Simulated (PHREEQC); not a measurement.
# Metal-bearing waste water (model solution)

Solution (75 °C): 0.16 mol/kgw CuSO4, 0.026 mol/kgw CaCl2 and 0.27 mol/kgw HCl. Closed to the air; pH follows from the charge balance.

Computed with PHREEQC (ion-association model, wateq4f.dat).

```
Item                       Value
-----------------  -------------
pH                          1.00
ionic strength     0.490 mol/kgw
activity of water          0.988
total alkalinity     -270 meq/kg
```

```
species  molality  activity   log γ
-------  --------  --------  ------
Cl-         0.234     0.145  -0.209
H+          0.135     0.101  -0.126
HSO4-       0.130    0.0833  -0.192
CuCl+      0.0771    0.0483  -0.203
Cu+2       0.0687    0.0152  -0.654
Ca+2       0.0177   0.00403  -0.644
SO4-2      0.0133   0.00239  -0.745
```

Precipitation was switched off in this run. Species that the database lacks are ignored. Constants without temperature data keep their 25 °C values here.
